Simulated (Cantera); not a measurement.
A Cantera script and what it prints.

```python
import numpy as np
import cantera as ct

gas_names = """
    O2 CL2
""".split()
cond_names = """
    Sr(b) SrCL2(a) SrO(s)
""".split()


# ... load() reads the species with a 1 bar reference pressure and builds the phases ...
species = {s.name: s for s in load("nasa_gas.yaml", gas_names) + load("nasa_condensed.yaml", cond_names)}
T = 875
g = {n: (s.thermo.h(T) - T * s.thermo.s(T)) / (ct.gas_constant * T * np.log(10)) for n, s in species.items()}
valid = cond_names  # the entries whose range holds T


def stable(la, lb):
    # potentials (over RT ln 10) of the two non-metals from log10 p(O2) and log10 p(CL2) in bar
    mu = {}
    mu["O"] = (g["O2"] + la) / 2
    mu["Cl"] = (g["CL2"] + lb) / 2
    cost = {}
    for n in valid:
        c = species[n].composition
        cost[n] = (g[n] - sum(c.get(e, 0) * m for e, m in mu.items())) / c["Sr"]
    return min(cost, key=cost.get)


results = []
for lb in [0, -1.7, -3.4, -5.1, -6.8, -8.5, -10.2, -11.8, -13.5, -15.2, -16.9, -18.6, -20.3, -22]:
    row = [stable(la, lb) for la in [-37, -35.2, -33.5, -31.7, -30, -28.2, -26.4, -24.7, -22.9, -21.1, -19.4, -17.6, -15.9, -14.1, -12.3, -10.6, -8.8, -7, -5.3, -3.5, -1.8, 0]]
    results.append(row)
    print(f"{lb:6.1f}  " + " ".join(f"{valid.index(n):x}" for n in row))
print("key: " + ", ".join(f"{i:x} {n}" for i, n in enumerate(valid)))
```

It prints:

```
   0.0  1 1 1 1 1 1 1 1 1 1 1 1 1 1 1 1 1 1 1 1 1 1
  -1.7  1 1 1 1 1 1 1 1 1 1 1 1 1 1 1 1 1 1 1 1 1 1
  -3.4  1 1 1 1 1 1 1 1 1 1 1 1 1 1 1 1 1 1 1 1 1 1
  -5.1  1 1 1 1 1 1 1 1 1 1 1 1 1 1 1 1 1 1 1 1 1 1
  -6.8  1 1 1 1 1 1 1 1 1 1 1 1 1 1 1 1 1 1 1 1 1 1
  -8.5  1 1 1 1 1 1 1 1 1 1 1 1 1 1 1 1 1 1 1 1 1 1
 -10.2  1 1 1 1 1 1 1 1 1 1 1 1 1 1 1 1 1 1 1 1 1 1
 -11.8  1 1 1 1 1 1 1 1 1 1 1 1 1 1 1 1 1 1 1 1 1 2
 -13.5  1 1 1 1 1 1 1 1 1 1 1 1 1 1 1 1 1 1 1 2 2 2
 -15.2  1 1 1 1 1 1 1 1 1 1 1 1 1 1 1 1 1 2 2 2 2 2
 -16.9  1 1 1 1 1 1 1 1 1 1 1 1 1 1 1 2 2 2 2 2 2 2
 -18.6  1 1 1 1 1 1 1 1 1 1 1 1 1 2 2 2 2 2 2 2 2 2
 -20.3  1 1 1 1 1 1 1 1 1 1 1 2 2 2 2 2 2 2 2 2 2 2
 -22.0  1 1 1 1 1 1 1 1 1 2 2 2 2 2 2 2 2 2 2 2 2 2
key: 0 Sr(b), 1 SrCL2(a), 2 SrO(s)
```

Source: NASA polynomial tables (part measured, part estimated), evaluated in Cantera. Not in the tables: the peroxide, oxide halides.
